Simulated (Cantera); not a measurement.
Charge: 1 mol MgO, 1.1 mol HCl, 11 mol H₂, equilibrated at 1025 K and 7.50 Torr.

Equilibrium computed with Cantera from the NASA thermochemical tables; the gas is ideal and each condensed phase is pure. Candidate condensed phases: H₂O, Mg, MgCl₂, MgO, Mg(OH)₂; 22 gas species. Kinetics and transport are ignored.

Base state: H₂ 0.909, HCl 0.0899, H₂O 0.000480, MgCl₂ 0.000480 (mole fractions); condensed: MgO(s).

Problem. What changes in the equilibrium state with this change: MgO replaced by CaO?

Solution. 
```tsv
species	before	after
H₂	0.909	0.949
H₂O	0.000480	0.0443
HCl	0.0899	0.00624
MgCl₂	0.000480	0
MgO(s), mol	0.994	0
CaCl₂(s), mol	0	0.514
CaO(s), mol	0	0.486
```
Mutual solubility and eutectic melting of coexisting phases are not modelled. Condensed phases not in the tables: oxide chlorides. Further candidate phases: Ca, CaCl₂, CaO, Ca(OH)₂.
